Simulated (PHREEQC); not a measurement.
# Leach liquor: an equilibrium model

A solution holds 0.032 mol/kgw H2SO4, 0.0017 mol/kgw ZnSO4 and 0.0045 mol/kgw Na2SO4, at 28 °C. It is in equilibrium with CO2 at log p = -3.4 (atm). Otherwise closed; pH follows from the charge balance.

Equilibrium calculation in PHREEQC: ion-association model, phreeqc.dat.

This is a speciation only: nothing precipitates in the calculation.

**Question.** Estimate the pH, ionic strength.

**Answer.** pH 1.47; ionic strength 0.0649 mol/kgw.

**Question.** In which forms is Zn present?

**Answer.** Zn+2 62 %, ZnSO4 35 %, Zn(SO4)2-2 3.7 % of the Zn.

Species that the database lacks are ignored.
